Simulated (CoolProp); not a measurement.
Model: reference Helmholtz-energy equation of state, Gao 2020, in CoolProp.

Q: For ammonia, give the phase and the cp (kJ/(kg K)), cv (kJ/(kg K)), expansivity (1/kK), fugacity coefficient at 451.85 °C and 9.09 MPa; 451.85 °C and 10.2 MPa.

A: 
- 451.85 °C and 9.09 MPa: gas; cp 3.04, cv 2.43, expansivity 1.59, fugacity coefficient 0.973
- 451.85 °C and 10.2 MPa: gas; cp 3.07, cv 2.43, expansivity 1.61, fugacity coefficient 0.970
